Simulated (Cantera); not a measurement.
## Formation from one mole of S2

Cantera with NASA thermochemical tables; ideal gases at 1 bar, condensed phases pure. Values are per mole of reaction as written; species without (g) are pure solids or liquids, kept so even where they would boil at 1 bar.

2 Ba + S2(g) ⇌ 2 BaS

```
T (K)  ΔH° (kJ)  ΔS° (J/K)  ΔG° (kJ)  log10 K
-----  --------  ---------  --------  -------
300     -1055.6     -196.2    -996.7   173.54
375     -1054.9     -194.0    -982.1   136.80
400     -1054.7     -193.5    -977.3   127.61
425     -1054.4     -193.0    -972.4   119.51
450     -1054.2     -192.5    -967.6   112.31
475     -1054.0     -192.1    -962.8   105.88
500     -1053.8     -191.7    -958.0   100.08
525     -1053.7     -191.3    -953.2    94.84
550     -1053.5     -191.0    -948.4    90.07
575     -1053.3     -190.7    -943.7    85.72
600     -1053.2     -190.5    -938.9    81.74
```

2 H2(g) + S2(g) ⇌ 2 H2S(g)

```
T (K)  ΔH° (kJ)  ΔS° (J/K)  ΔG° (kJ)  log10 K
-----  --------  ---------  --------  -------
300      -169.4      -78.3    -146.0    25.41
375      -171.1      -83.2    -139.9    19.49
400      -171.6      -84.5    -137.8    18.00
425      -172.2      -85.8    -135.7    16.68
450      -172.7      -87.0    -133.5    15.50
475      -173.2      -88.1    -131.3    14.44
500      -173.7      -89.1    -129.1    13.49
525      -174.1      -90.0    -126.9    12.62
550      -174.6      -90.9    -124.6    11.83
575      -175.0      -91.6    -122.3    11.11
600      -175.4      -92.4    -120.0    10.45
```

1.5 Ni + S2(g) ⇌ 0.5 Ni3S4

```
T (K)  ΔH° (kJ)  ΔS° (J/K)  ΔG° (kJ)  log10 K
-----  --------  ---------  --------  -------
300      -278.9     -179.8    -225.0    39.18
375      -278.1     -177.3    -211.6    29.48
400      -277.8     -176.5    -207.2    27.06
425      -277.5     -175.7    -202.8    24.92
450      -277.1     -174.9    -198.4    23.03
475      -276.7     -174.1    -194.0    21.34
500      -276.3     -173.3    -189.7    19.82
525      -275.9     -172.5    -185.4    18.44
550      -275.5     -171.7    -181.1    17.20
575      -275.1     -171.0    -176.8    16.06
600      -274.7     -170.3    -172.5    15.02
```

Ni + S2(g) ⇌ NiS2

```
T (K)  ΔH° (kJ)  ΔS° (J/K)  ΔG° (kJ)  log10 K
-----  --------  ---------  --------  -------
300      -259.8     -186.1    -203.9    35.50
375      -258.9     -183.6    -190.1    26.47
400      -258.7     -183.0    -185.5    24.22
425      -258.4     -182.4    -180.9    22.23
450      -258.2     -181.8    -176.4    20.47
475      -257.9     -181.3    -171.8    18.89
500      -257.7     -180.8    -167.3    17.48
525      -257.5     -180.4    -162.8    16.19
550      -257.3     -180.0    -158.3    15.03
575      -257.1     -179.7    -153.8    13.97
600      -256.9     -179.4    -149.3    13.00
```
